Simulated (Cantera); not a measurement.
What does this Cantera script print?

```python
import numpy as np
import cantera as ct

gas_names = """
    C CN CO CO2 C2 CCN CNC C2N2 C2O C3 C3O2 C4 C4N2 C5 N NCO NO NO2 NO3 N2 N2O O O2 O3 Pb PbO Pb2
""".split()
cond_names = """
    C(gr) Pb(cr) Pb(L) PbO(rd) PbO(yw) PbO(L) PbO2(s) Pb3O4(s)
""".split()


# ... load() reads the species with a 1 bar reference pressure and builds the phases ...
atoms = {
    'PbO': {'Pb': 1, 'O': 1},
    'CO': {'C': 1, 'O': 1},
    'N2': {'N': 2},
}
top_T = {'C(gr)': 4500, 'Pb3O4(s)': 820}  # K; cautious upper limits of use, not melting points


# ... equilibrate(T, P, feed) seeds the gas with the atoms and calls Mixture.equilibrate('TP', solver="vcs", rtol=1e-11, max_steps=5000) ...
results = []
feed = {'PbO': 1, 'CO': 3.1, 'N2': 0.49}  # mol
P = 1333.22  # Pa
for T in [1075, 1225, 1375, 1525, 1675, 1825, 1975, 2125, 2275, 2425]:
    mix = equilibrate(T, P, feed)
    results.append((T, P, feed, dict(zip(mix.species_names, mix.species_moles))))
    x = sorted(zip(gas.X, gas.species_names), reverse=True)
    print(f"T = {T:g} K  P = {P:g} Pa  gas = {mix.phase_moles(0):.4g} mol")
    print("   x: " + "  ".join(f"{s} {v:.3e}" for v, s in x if v > 1e-05))
    print("   condensed (mol): " + ("  ".join(f"{mix.phase(i).name} {mix.phase_moles(i):.4g}"
          for i in range(1, mix.n_phases) if mix.phase_moles(i) > 1e-12) or "none"))
```

Result:

```
T = 1075 K  P = 1333.22 Pa  gas = 3.611 mol
   x: CO 5.816e-01  CO2 2.770e-01  N2 1.357e-01  Pb 5.696e-03
   condensed (mol): Pb(L) 0.9794
T = 1225 K  P = 1333.22 Pa  gas = 3.861 mol
   x: CO 5.440e-01  CO2 2.590e-01  N2 1.269e-01  Pb 7.009e-02
   condensed (mol): Pb(L) 0.7294
T = 1375 K  P = 1333.22 Pa  gas = 4.59 mol
   x: CO 4.576e-01  CO2 2.178e-01  Pb 2.178e-01  N2 1.068e-01  PbO 3.331e-05  Pb2 1.687e-05
   condensed (mol): none
T = 1525 K  P = 1333.22 Pa  gas = 4.59 mol
   x: CO 4.576e-01  CO2 2.177e-01  Pb 2.177e-01  N2 1.068e-01  PbO 1.255e-04
   condensed (mol): none
T = 1675 K  P = 1333.22 Pa  gas = 4.59 mol
   x: CO 4.579e-01  CO2 2.175e-01  Pb 2.175e-01  N2 1.068e-01  PbO 3.690e-04
   condensed (mol): none
T = 1825 K  P = 1333.22 Pa  gas = 4.59 mol
   x: CO 4.584e-01  CO2 2.170e-01  Pb 2.170e-01  N2 1.068e-01  PbO 8.989e-04
   condensed (mol): none
T = 1975 K  P = 1333.22 Pa  gas = 4.59 mol
   x: CO 4.595e-01  Pb 2.160e-01  CO2 2.159e-01  N2 1.067e-01  PbO 1.886e-03  NO 2.499e-05  O 2.078e-05  O2 1.897e-05
   condensed (mol): none
T = 2125 K  P = 1333.22 Pa  gas = 4.592 mol
   x: CO 4.615e-01  Pb 2.143e-01  CO2 2.135e-01  N2 1.066e-01  PbO 3.493e-03  O 2.024e-04  O2 2.001e-04  NO 1.202e-04
   condensed (mol): none
T = 2275 K  P = 1333.22 Pa  gas = 4.604 mol
   x: CO 4.666e-01  Pb 2.115e-01  CO2 2.067e-01  N2 1.062e-01  PbO 5.711e-03  O2 1.449e-03  O 1.413e-03  NO 4.540e-04
   condensed (mol): none
T = 2425 K  P = 1333.22 Pa  gas = 4.657 mol
   x: CO 4.804e-01  Pb 2.069e-01  CO2 1.853e-01  N2 1.046e-01  PbO 7.811e-03  O 7.006e-03  O2 6.677e-03  NO 1.304e-03
   condensed (mol): none
```

Equilibrium computed with Cantera from the NASA thermochemical tables; the gas is ideal and each condensed phase is pure. Gases not in the tables: (PbO)n polymers.
